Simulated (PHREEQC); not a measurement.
A made-up water analysis in mg/kgw, 25 °C, pH 4.2, pe 11.7:

```tsv
constituent	mg/kgw
Na	1970
K	266
Ca	107
Mg	160
Cl	943
S(6) as SO4	3860
Li	0.196
Zn	23.6
Mn(2)	8.32
```

Cl is adjusted to close the charge balance.
Valence states are taken as typed.

Equilibrium calculation in PHREEQC: ion-association model, phreeqc.dat.

No solid was allowed to form.

Task: Order these Zn species by the share of Zn that they hold, largest first: ZnSO4, ZnCl+, Zn(SO4)2-2, Zn+2.

Result: Zn+2 (49 %), ZnSO4 (40 %), Zn(SO4)2-2 (10 %), ZnCl+ (1.4 %)

The pH is 4.20 and the ionic strength 0.135 mol/kgw.
